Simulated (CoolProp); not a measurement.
Vapour-liquid equilibrium of R125 (1) + R152A (2) at 284.5 K; x and y are mole fractions of (1).

Model: multi-fluid Helmholtz-energy mixture model, Lemmon 2005 and Outcalt 1996; pair parameters Bell 2016, in CoolProp.

```csv
x,bubble pressure (MPa),y at the bubble point,dew pressure at overall composition x (MPa),liquid density (mol/L)
0.05,0.4180,0.106,0.4026,13.92
0.15,0.4711,0.277,0.4306,13.53
0.25,0.5218,0.412,0.4621,13.15
0.35,0.5718,0.525,0.4976,12.79
0.45,0.6224,0.623,0.5379,12.43
0.55,0.6748,0.711,0.5840,12.09
0.65,0.7297,0.789,0.6375,11.74
0.75,0.7875,0.859,0.7011,11.40
0.85,0.8485,0.921,0.7793,11.06
0.95,0.9123,0.976,0.8806,10.71
```

No azeotrope shows between x = 0.05 and 0.95.

The pair parameters rest on a limited set of measurements; away from them the model extrapolates.
